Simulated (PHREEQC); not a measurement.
A column of 0.2 m (40 cells, dispersivity 0.016 m, 60 s a shift, diffusion coefficient 3e-10 m²/s) holds 0.057 eq of the database's cation exchanger X per kg of pore water, first in equilibrium with 98 mmol/kgw KBr and 0.01 mmol/kgw HCl. It is flushed with 35 mmol/kgw NH4Cl and 0.01 mmol/kgw HCl, at 25 °C. Values are for the last cell. The system is closed to CO2. Precipitation was switched off in this run.

The series has 31 steps of pore volumes, from 0 to 6.013.

Computed with PHREEQC (ion-association model, phreeqc.dat).

Problem. After how many pore volumes does NH4 at the outlet first reach half of its feed value?

Solution. By 2.6 pore volumes.
